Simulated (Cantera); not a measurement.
An isothermal, constant-pressure homogeneous reactor starts with CH₄ : CO₂ = 1 : 0.71 (molar parts), at 1550 K and 1.09 atm. Integrator tolerance rtol = 1e-08.

Model: GRI-Mech 3.0 (53 species, 325 reactions), integrated in Cantera.

Problem. What does this change do: temperature 1550 to 2075 K?

Solution. 
| quantity | before | after |
|---|---|---|
| x(CH₄) at 3.00 s | 0.0481 (gas-phase equilibrium 0.0321) | 0.000884 (gas-phase equilibrium 0.000884) |
| x(CO₂) at 3.00 s | 0.0380 (gas-phase equilibrium 1.56e-6) | 4.29e-7 (gas-phase equilibrium 4.30e-7) |
| x(C₂H) at 3.00 s | 1.30e-8 (gas-phase equilibrium 2.72e-9) | 3.48e-6 (gas-phase equilibrium 3.48e-6) |
| x(O) at 3.00 s | 2.32e-12 (gas-phase equilibrium <1e-12) | 2.68e-12 (gas-phase equilibrium 2.69e-12) |
| x(CH₂) at 3.00 s | 6.21e-9 (gas-phase equilibrium 1.03e-9) | 2.82e-7 (gas-phase equilibrium 2.82e-7) |
| x(CH₂O) at 3.00 s | 2.53e-7 (gas-phase equilibrium 1.05e-7) | 9.98e-8 (gas-phase equilibrium 9.98e-8) |
